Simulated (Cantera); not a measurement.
A freely propagating, adiabatic, planar premixed flame of CH4 : O2 : N2 = 1 : 1.54 : 5.78 (molar parts), equivalence ratio 1.3, unburnt at 600 K and 1.10 bar; mixture-averaged transport, grid criteria slope 0.08 and curve 0.16, no radiation.

Model: GRI-Mech 3.0 (53 species, 325 reactions), integrated in Cantera. Burning velocities carry a grid error of a few per cent, more on coarse grids.

What does this change do: 0.69 parts H2 added?


```
quantity                     before      after
------------------------  ---------  ---------
laminar burning velocity  97.6 cm/s  83.3 cm/s
thermal thickness          0.353 mm   0.449 mm
peak x(HCN)                 3.14e-5    6.22e-5
peak x(CO)                   0.0746     0.0770
```
